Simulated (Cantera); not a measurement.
An isothermal, constant-pressure homogeneous reactor starts with H2 : O2 : N2 = 0.7 : 1 : 0.87 (molar parts), equivalence ratio 0.35, at 925 K and 81000 Pa. Integrator tolerance rtol = 1e-08.

Model: the H2/O2 subset of GRI-Mech 3.0, which has no nitrogen chemistry, integrated in Cantera. Below about 950 K walls govern HO2 and H2O2 in real vessels. The temperature is held fixed by assumption; the heat of reaction is taken as removed at once.

```json
[
 {"quantity": "x(H2) at 1.00 s", "before": "0.0607 (gas-phase equilibrium 5.09e-12)", "after": "0.00512 (gas-phase equilibrium 1.38e-12)"},
 {"quantity": "x(O2) at 1.00 s", "before": "0.314 (gas-phase equilibrium 0.293)", "after": "0.454 (gas-phase equilibrium 0.453)"},
 {"quantity": "x(H2O) at 1.00 s", "before": "0.244 (gas-phase equilibrium 0.315)", "after": "0.101 (gas-phase equilibrium 0.106)"},
 {"quantity": "x(HO2) at 1.00 s", "before": "6.48e-5 (gas-phase equilibrium 5.50e-10)", "after": "2.17e-5 (gas-phase equilibrium 4.43e-10)"},
 {"quantity": "x(O) at 1.00 s", "before": "1.02e-7 (gas-phase equilibrium 8.11e-12)", "after": "1.54e-7 (gas-phase equilibrium 1.01e-11)"},
 {"quantity": "x(H) at 1.00 s", "before": "1.33e-7 (gas-phase equilibrium <1e-12)", "after": "1.88e-8 (gas-phase equilibrium <1e-12)"}
]
```

**Question.** Name the change that produced these shifts.
(A) temperature 925 to 873 K
(B) temperature 925 to 1300 K
(C) temperature 925 to 1248 K
(D) H2 0.7 to 0.21 parts

**Answer.** D, H2 0.7 to 0.21 parts
